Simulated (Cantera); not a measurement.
A perfectly stirred reactor is fed with H2 : O2 : N2 = 0.37 : 1 : 12 (molar parts), equivalence ratio 0.18, at 113 Torr; it is held at 898 K, and followed from long to short residence time.

Computed with Cantera and the H2/O2 subset of GRI-Mech 3.0, which has no nitrogen chemistry. Below about 950 K walls govern HO2 and H2O2 in real vessels.

What does this change do: temperature 898 to 750 K?


```
quantity                  before     after
----------------------  --------  --------
x(H2) at τ = 10.0 s     0.000280    0.0277
x(O2) at τ = 10.0 s       0.0619    0.0748
x(OH) at τ = 10.0 s      4.98e-6    <1e-12
x(H2O) at τ = 10.0 s      0.0278  9.15e-10
x(H2O2) at τ = 10.0 s    3.64e-7  7.33e-10
x(H2) at τ = 80.0 ms     0.00284    0.0277
x(O2) at τ = 80.0 ms      0.0631    0.0748
x(OH) at τ = 80.0 ms     5.63e-5    <1e-12
x(H2O) at τ = 80.0 ms     0.0251  1.28e-12
x(H2O2) at τ = 80.0 ms   3.53e-7    <1e-12
```

What does this change do: pressure from 113 Torr to 218 Torr?


```json
[
 {"quantity": "x(H2) at τ = 10.0 s", "before": "0.000280", "after": "0.00120"},
 {"quantity": "x(O2) at τ = 10.0 s", "before": "0.0619", "after": "0.0624"},
 {"quantity": "x(OH) at τ = 10.0 s", "before": "4.98e-6", "after": "5.69e-7"},
 {"quantity": "x(H2O) at τ = 10.0 s", "before": "0.0278", "after": "0.0268"},
 {"quantity": "x(H2O2) at τ = 10.0 s", "before": "3.64e-7", "after": "1.31e-5"},
 {"quantity": "x(H2) at τ = 80.0 ms", "before": "0.00284", "after": "0.00406"},
 {"quantity": "x(O2) at τ = 80.0 ms", "before": "0.0631", "after": "0.0637"},
 {"quantity": "x(OH) at τ = 80.0 ms", "before": "5.63e-5", "after": "1.94e-5"},
 {"quantity": "x(H2O) at τ = 80.0 ms", "before": "0.0251", "after": "0.0239"},
 {"quantity": "x(H2O2) at τ = 80.0 ms", "before": "3.53e-7", "after": "1.58e-6"}
]
```

What does this change do: temperature 898 to 950 K?


| quantity | before | after |
|---|---|---|
| x(H2) at τ = 10.0 s | 0.000280 | 0.000115 |
| x(O2) at τ = 10.0 s | 0.0619 | 0.0619 |
| x(OH) at τ = 10.0 s | 4.98e-6 | 1.11e-5 |
| x(H2O) at τ = 10.0 s | 0.0278 | 0.0279 |
| x(H2O2) at τ = 10.0 s | 3.64e-7 | 1.43e-7 |
| x(H2) at τ = 80.0 ms | 0.00284 | 0.00161 |
| x(O2) at τ = 80.0 ms | 0.0631 | 0.0625 |
| x(OH) at τ = 80.0 ms | 5.63e-5 | 8.98e-5 |
| x(H2O) at τ = 80.0 ms | 0.0251 | 0.0263 |
| x(H2O2) at τ = 80.0 ms | 3.53e-7 | 3.50e-7 |
